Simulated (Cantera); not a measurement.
Cantera run, input and output.

```python
import numpy as np
import cantera as ct

gas = ct.Solution("gri30.yaml")
gas.TPX = 1398, 13332, {'N2O': 1, 'O2': 1.6}
reactor = ct.IdealGasConstPressureReactor(gas, energy="off", clone=False)
net = ct.ReactorNet([reactor])
net.rtol, net.atol = 1e-08, 1e-18
show = ['N2O', 'O2', 'NO', 'N2', 'O', 'NO2']
times = np.geomspace(0.0001, 4, 13)

steps = ct.SolutionArray(gas, extra=["t"])
rows = []
print(f"{'t/s':>10s}{'T/K':>9s}{'P/Pa':>11s}" + "".join(f"{s:>11s}" for s in show))
for t in times:
    while net.time < t:
        t_next = net.step()
        steps.append(gas.state, t=t_next)
    rows.append([np.interp(t, steps.t, y) for y in (steps.T, steps.P, *steps(*show).X.T)])
    print(f"{t:10.3e}{rows[-1][0]:9.1f}{rows[-1][1]:11.4g}" + "".join(f"{x:11.3e}" for x in rows[-1][2:]))
rate = np.gradient(steps.T, steps.t)
print("integrator steps:", len(steps.t))
if steps.T.max() > steps.T[0] + 200:
    print(f"time of steepest temperature rise: {steps.t[rate.argmax()]:.4e} s")
gas.TPX = 1398, 13332, {'N2O': 1, 'O2': 1.6}
gas.equilibrate("TP")
print(f"equilibrium (TP): T = {gas.T:.1f} K  " + "  ".join(f"{s} {gas[s].X[0]:.3e}" for s in show))
```

It prints:

```
       t/s      T/K       P/Pa        N2O         O2         NO         N2          O        NO2
 1.000e-04   1398.0  1.333e+04  3.845e-01  6.154e-01  7.577e-06  5.454e-05  1.968e-05  3.655e-11
 2.418e-04   1398.0  1.333e+04  3.844e-01  6.154e-01  2.745e-05  1.506e-04  2.430e-05  4.331e-10
 5.848e-04   1398.0  1.333e+04  3.841e-01  6.154e-01  7.963e-05  3.912e-04  2.486e-05  3.515e-09
 1.414e-03   1398.0  1.333e+04  3.833e-01  6.155e-01  2.061e-04  9.732e-04  2.486e-05  2.274e-08
 3.420e-03   1398.0  1.333e+04  3.815e-01  6.156e-01  5.107e-04  2.375e-03  2.486e-05  1.295e-07
 8.270e-03   1398.0  1.333e+04  3.770e-01  6.160e-01  1.240e-03  5.732e-03  2.485e-05  6.449e-07
 2.000e-02   1398.0  1.333e+04  3.666e-01  6.168e-01  2.961e-03  1.366e-02  2.483e-05  2.611e-06
 4.837e-02   1398.0  1.333e+04  3.426e-01  6.187e-01  6.892e-03  3.180e-02  2.475e-05  8.081e-06
 1.170e-01   1398.0  1.333e+04  2.918e-01  6.227e-01  1.520e-02  7.024e-02  2.456e-05  2.001e-05
 2.828e-01   1398.0  1.333e+04  2.009e-01  6.300e-01  2.995e-02  1.391e-01  2.400e-05  4.150e-05
 6.840e-01   1398.0  1.333e+04  8.698e-02  6.393e-01  4.796e-02  2.256e-01  2.193e-05  6.946e-05
 1.654e+00   1398.0  1.333e+04  1.551e-02  6.459e-01  5.793e-02  2.806e-01  1.322e-05  9.945e-05
 4.000e+00   1398.0  1.333e+04  7.851e-04  6.477e-01  5.886e-02  2.924e-01  2.867e-06  2.232e-04
integrator steps: 781
equilibrium (TP): T = 1398.0 K  N2O 1.226e-08  O2 6.770e-01  NO 8.267e-04  N2 3.222e-01  O 2.080e-06  NO2 4.041e-06
```

Detailed kinetics in Cantera: GRI-Mech 3.0 (53 species, 325 reactions). GRI-Mech 3.0 was tuned for natural gas; its chemistry of N2O as a main component is partial and can be far from experiment. The mechanism lacks the step 2 NO + O2 → 2 NO2, which can matter for NO2 below about 1400 K. The temperature is held fixed by assumption; the heat of reaction is taken as removed at once.
